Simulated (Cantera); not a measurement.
A closed system holds: 1 mol SiH₄, 0.33 mol C₂H₂, 5.2 mol H₂, 0.26 mol HCl, equilibrated at 1600 K and 0.100 bar.

Equilibrium computed with Cantera from the NASA thermochemical tables; the gas is ideal and each condensed phase is pure. Candidate condensed phases: C, C₆H₆, C₇H₈, C₈H₁₈, Si, SiC; 109 gas species. Mutual solubility and eutectic melting of coexisting phases are not modelled. The tables' values for SiCl₃ are old estimates; treat these amounts as uncertain. Rates play no part.

Base state: H₂ 0.969, HCl 0.0278, SiCl₂ 0.00274, H 0.000169, SiCl₃ 3.33e-5 (mole fractions); condensed: Si(s) + SiC(s).

Q: What changes in the equilibrium state with this change: temperature from 1600 K to 1950 K?

A: 
| species | before | after |
|---|---|---|
| H₂ | 0.969 | 0.965 |
| HCl | 0.0278 | 0.0288 |
| H | 0.000169 | 0.00356 |
| SiCl₂ | 0.00274 | 0.00218 |
| Si | 9.75e-7 | 0.000238 |
| SiH | 6.61e-7 | 5.66e-5 |
| SiCl | 2.85e-6 | 8.39e-5 |
| Si(s), mol | 0.318 | 0 |
| SiC(s), mol | 0.660 | 0.660 |
| Si(l), mol | 0 | 0.319 |
The tables' values for SiCl are old estimates; treat these amounts as uncertain. Gases not in the tables: Si₂H₆ and higher silanes.

Q: What changes in the equilibrium state with this change: temperature from 1600 K to 1300 K?

A: 
```
species        before     after
-----------  --------  --------
H₂              0.969     0.970
HCl            0.0278    0.0275
SiCl₂         0.00274   0.00208
SiCl₄         9.99e-7  0.000118
H            0.000169   3.45e-6
SiHCl₃        5.04e-6  0.000190
Si(s), mol      0.318     0.319
SiC(s), mol     0.660     0.660
```

Q: What changes in the equilibrium state with this change: temperature from 1600 K to 2450 K?

A: 
```json
[
 {"species": "H₂", "before": "0.969", "after": "0.872"},
 {"species": "H", "before": "0.000169", "after": "0.0593"},
 {"species": "Si", "before": "9.75e-7", "after": "0.0305"},
 {"species": "HCl", "before": "0.0278", "after": "0.0262"},
 {"species": "Si₂C", "before": "3.10e-9", "after": "0.00382"},
 {"species": "SiC₂", "before": "<1e-9", "after": "0.000348"},
 {"species": "Si₂", "before": "2.43e-9", "after": "0.000709"},
 {"species": "C₂H₂ (acetylene)", "before": "2.95e-9", "after": "0.000388"},
 {"species": "Si₃", "before": "<1e-9", "after": "0.000117"},
 {"species": "Si(s), mol", "before": "0.318", "after": "0"},
 {"species": "SiC(s), mol", "before": "0.660", "after": "0.616"}
]
```
The tables' values for SiCl are old estimates; treat these amounts as uncertain. Gases not in the tables: Si₂H₆ and higher silanes.
